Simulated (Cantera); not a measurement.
# Hydrogen reduction and annealing atmospheres: TiO₂ + H₂ + H₂O

Input: 1 mol TiO₂, a varied amount of H₂, 6.4 mol H₂O, held at 1373 K and 2.50 bar.

Equilibrium computed with Cantera from the NASA thermochemical tables; the gas is ideal and each condensed phase is pure. Candidate condensed phases: H₂O, Ti, TiO, TiO₂, Ti₂O₃, Ti₃O₅, Ti₄O₇; 12 gas species. Condensed phases not in the tables: Magnéli phases beyond Ti₄O₇. Gases not in the tables: TiO(OH)₂. Equilibrium is a limit: real reactors are often held back by kinetics, nucleation or transport.

From 190 mol H₂ to 910 mol H₂ the condensed part is TiO₂(rutile). From 1200 mol H₂ to 2100 mol H₂ the condensed part is Ti₄O₇(s).

| n(H₂) (mol) | log p H₂ | log p H₂O | log p H | log p OH | n TiO₂(rutile) | n Ti₄O₇(s) |
|---|---|---|---|---|---|---|
| 190 | 0.38 | -1.09 | -5.29 | -8.51 | 1.00 | 0 |
| 430 | 0.39 | -1.44 | -5.28 | -8.86 | 1.00 | 0 |
| 670 | 0.39 | -1.63 | -5.28 | -9.05 | 1.00 | 0 |
| 910 | 0.39 | -1.76 | -5.28 | -9.18 | 1.00 | 0 |
| 1200 | 0.40 | -1.86 | -5.28 | -9.28 | 0 | 0.250 |
| 1400 | 0.40 | -1.93 | -5.28 | -9.35 | 0 | 0.250 |
| 1600 | 0.40 | -1.99 | -5.28 | -9.41 | 0 | 0.250 |
| 1900 | 0.40 | -2.06 | -5.28 | -9.48 | 0 | 0.250 |
| 2100 | 0.40 | -2.10 | -5.28 | -9.53 | 0 | 0.250 |
log p: log10 of the partial pressure in bar; n: condensed amount in mol.
